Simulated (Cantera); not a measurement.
# NO annealing gas

An isothermal, constant-pressure homogeneous reactor starts with 59.6 % NO, 40.4 % N₂, at 2125 K and 100.0 Torr.

Model: GRI-Mech 3.0 (53 species, 325 reactions), integrated in Cantera.

```tsv
t (s)	x NO	x O	x NO₂	x N₂	x O₂	x N₂O
7.00e-5	0.596	9.07e-6	2.08e-7	0.404	6.76e-8	8.83e-6
0.000283	0.596	3.74e-5	2.52e-6	0.404	1.14e-6	3.31e-5
0.00114	0.596	0.000168	1.88e-5	0.404	2.33e-5	9.99e-5
0.00461	0.594	0.000524	5.82e-5	0.405	0.000507	0.000158
0.0186	0.587	0.000641	7.16e-5	0.408	0.00389	0.000152
0.0752	0.558	0.000844	9.79e-5	0.423	0.0186	0.000132
0.304	0.431	0.00140	0.000140	0.486	0.0813	7.11e-5
1.23	0.125	0.00222	6.81e-5	0.639	0.234	5.35e-6
4.95	0.0147	0.00245	8.91e-6	0.694	0.289	2.49e-7
20.0	0.0117	0.00245	7.13e-6	0.695	0.291	2.25e-7
```
x: mole fraction; the columns are a selection and need not sum to one.

Equilibrium at this temperature and pressure: NO 0.0117, O 0.00245, NO₂ 7.13e-6, N₂ 0.695, O₂ 0.291, N₂O 2.25e-7 (gas phase only).
